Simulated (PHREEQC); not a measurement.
Acid rinse or clean (model solution)

Make-up at 25 °C: 79 mmol/kgw HNO3 and 143 mmol/kgw NaCl. Closed to the air; pH follows from the charge balance.

Computed with PHREEQC (ion-association model, phreeqc.dat).

Precipitation was switched off in this run.

Q: Estimate the pH, specific conductance.

A: pH 1.20; specific conductance 40100 µS/cm.
